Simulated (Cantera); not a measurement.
Cantera run, input and output.

```python
import numpy as np
import cantera as ct

gas = ct.Solution("gri30.yaml")
gas.TPX = 1175, 1000000, {'H2': 1, 'O2': 1.25, 'N2': 4.7, 'NO': 0.023}
reactor = ct.IdealGasConstPressureReactor(gas, energy="on", clone=False)
net = ct.ReactorNet([reactor])
net.rtol, net.atol = 1e-08, 1e-16
show = ['H2', 'O2', 'NO', 'HO2', 'OH']
times = np.geomspace(3e-06, 1, 14)

steps = ct.SolutionArray(gas, extra=["t"])
rows = []
print(f"{'t/s':>10s}{'T/K':>9s}{'P/Pa':>11s}" + "".join(f"{s:>11s}" for s in show))
for t in times:
    while net.time < t:
        t_next = net.step()
        steps.append(gas.state, t=t_next)
    rows.append([np.interp(t, steps.t, y) for y in (steps.T, steps.P, *steps(*show).X.T)])
    print(f"{t:10.3e}{rows[-1][0]:9.1f}{rows[-1][1]:11.4g}" + "".join(f"{x:11.3e}" for x in rows[-1][2:]))
rate = np.gradient(steps.T, steps.t)
print("integrator steps:", len(steps.t))
if steps.T.max() > steps.T[0] + 200:
    print(f"time of steepest temperature rise: {steps.t[rate.argmax()]:.4e} s")
gas.TPX = 1175, 1000000, {'H2': 1, 'O2': 1.25, 'N2': 4.7, 'NO': 0.023}
gas.equilibrate("HP")
print(f"equilibrium (HP): T = {gas.T:.1f} K  " + "  ".join(f"{s} {gas[s].X[0]:.3e}" for s in show))
```

It prints:

```
       t/s      T/K       P/Pa         H2         O2         NO        HO2         OH
 3.000e-06   1175.0      1e+06  1.434e-01  1.793e-01  3.298e-03  2.554e-07  1.628e-08
 7.979e-06   1175.3      1e+06  1.434e-01  1.792e-01  3.279e-03  1.853e-05  1.234e-06
 2.122e-05   2164.4      1e+06  6.298e-04  1.141e-01  3.466e-03  1.635e-05  5.442e-03
 5.645e-05   2185.0      1e+06  1.490e-04  1.150e-01  3.483e-03  7.860e-06  2.811e-03
 1.501e-04   2185.0      1e+06  1.489e-04  1.150e-01  3.488e-03  7.857e-06  2.809e-03
 3.993e-04   2185.0      1e+06  1.488e-04  1.150e-01  3.503e-03  7.856e-06  2.809e-03
 1.062e-03   2184.9      1e+06  1.488e-04  1.150e-01  3.541e-03  7.853e-06  2.808e-03
 2.825e-03   2184.7      1e+06  1.486e-04  1.149e-01  3.641e-03  7.845e-06  2.805e-03
 7.513e-03   2184.1      1e+06  1.482e-04  1.148e-01  3.898e-03  7.823e-06  2.798e-03
 1.998e-02   2182.7      1e+06  1.471e-04  1.145e-01  4.523e-03  7.772e-06  2.780e-03
 5.315e-02   2179.9      1e+06  1.449e-04  1.139e-01  5.810e-03  7.666e-06  2.745e-03
 1.414e-01   2176.2      1e+06  1.420e-04  1.130e-01  7.528e-03  7.527e-06  2.698e-03
 3.760e-01   2174.4      1e+06  1.407e-04  1.126e-01  8.337e-03  7.462e-06  2.676e-03
 1.000e+00   2174.3      1e+06  1.406e-04  1.126e-01  8.380e-03  7.459e-06  2.675e-03
integrator steps: 1304
time of steepest temperature rise: 1.6592e-05 s
equilibrium (HP): T = 2174.3 K  H2 1.406e-04  O2 1.126e-01  NO 8.380e-03  HO2 7.459e-06  OH 2.675e-03
```

Computed with Cantera and GRI-Mech 3.0 (53 species, 325 reactions). The hydrogen kinetics of GRI-Mech 3.0 are dated; newer H2 mechanisms differ, most at raised pressure. The mechanism lacks 2 NO + O2 → 2 NO2 and HONO, so NO2 and the effect of NO are under-described below about 1400 K.
